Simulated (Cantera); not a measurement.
An isothermal, constant-pressure homogeneous reactor starts with NO : N2 = 1 : 1.4 (molar parts), at 1975 K and 0.140 bar. Integrator tolerance rtol = 1e-08.

Cantera simulation using GRI-Mech 3.0 (53 species, 325 reactions); the numbers are that mechanism's predictions, not measurements.

Q: What does this change do: pressure from 0.140 bar to 1.20 bar?

A: 
```
quantity                                             before                                      after
----------------  -----------------------------------------  -----------------------------------------
x(NO) at 40.0 s     0.00791 (gas-phase equilibrium 0.00708)    0.00708 (gas-phase equilibrium 0.00708)
x(O2) at 40.0 s         0.204 (gas-phase equilibrium 0.204)        0.205 (gas-phase equilibrium 0.205)
x(N2) at 40.0 s         0.787 (gas-phase equilibrium 0.788)        0.788 (gas-phase equilibrium 0.788)
x(NO2) at 40.0 s    5.24e-6 (gas-phase equilibrium 4.69e-6)    1.38e-5 (gas-phase equilibrium 1.38e-5)
x(O) at 40.0 s    0.000669 (gas-phase equilibrium 0.000670)  0.000229 (gas-phase equilibrium 0.000229)
```

Q: What does this change do: temperature 1975 to 1925 K?

A: 
```tsv
quantity	before	after
x(NO) at 40.0 s	0.00791 (gas-phase equilibrium 0.00708)	0.0136 (gas-phase equilibrium 0.00613)
x(O2) at 40.0 s	0.204 (gas-phase equilibrium 0.204)	0.201 (gas-phase equilibrium 0.205)
x(N2) at 40.0 s	0.787 (gas-phase equilibrium 0.788)	0.785 (gas-phase equilibrium 0.788)
x(NO2) at 40.0 s	5.24e-6 (gas-phase equilibrium 4.69e-6)	9.77e-6 (gas-phase equilibrium 4.45e-6)
x(O) at 40.0 s	0.000669 (gas-phase equilibrium 0.000670)	0.000444 (gas-phase equilibrium 0.000448)
```

Q: What does this change do: pressure from 0.140 bar to 1.00 bar?

A: 
```tsv
quantity	before	after
x(NO) at 40.0 s	0.00791 (gas-phase equilibrium 0.00708)	0.00708 (gas-phase equilibrium 0.00708)
x(O2) at 40.0 s	0.204 (gas-phase equilibrium 0.204)	0.205 (gas-phase equilibrium 0.205)
x(N2) at 40.0 s	0.787 (gas-phase equilibrium 0.788)	0.788 (gas-phase equilibrium 0.788)
x(NO2) at 40.0 s	5.24e-6 (gas-phase equilibrium 4.69e-6)	1.26e-5 (gas-phase equilibrium 1.26e-5)
x(O) at 40.0 s	0.000669 (gas-phase equilibrium 0.000670)	0.000251 (gas-phase equilibrium 0.000251)
```
